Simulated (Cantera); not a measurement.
**Hydrocarbon pyrolysis for carbon deposition**

A perfectly stirred reactor is fed with 16.4 % C₂H₆, 75.3 % N₂, 8.35 % H₂O, at 100.0 Torr; it is held at 1450 K, and followed from long to short residence time.

Computed with Cantera and GRI-Mech 3.0 (53 species, 325 reactions). GRI-Mech 3.0 stops at C3 and has no aromatics, soot or wall deposition, so with more carbon than oxygen in the feed, carbon stays in small species such as C2H2 where larger ones or solid carbon would form.

```csv
τ (s),x C₂H₆,x C₂H₄,x HCN,x C₂H₂,x H
24,2.75e-5,0.00169,3.75e-8,0.0999,1.86e-5
6.4,7.50e-5,0.00200,3.44e-8,0.104,2.55e-5
1.7,0.000198,0.00281,3.37e-8,0.106,3.73e-5
0.47,0.000518,0.00476,3.24e-8,0.105,5.28e-5
0.13,0.00142,0.00959,2.92e-8,0.0986,7.09e-5
0.034,0.00425,0.0214,2.46e-8,0.0842,8.98e-5
0.0093,0.0129,0.0418,2.01e-8,0.0590,0.000103
0.0025,0.0391,0.0592,1.50e-8,0.0268,0.000102
```
x: mole fraction; the columns are a selection and need not sum to one.
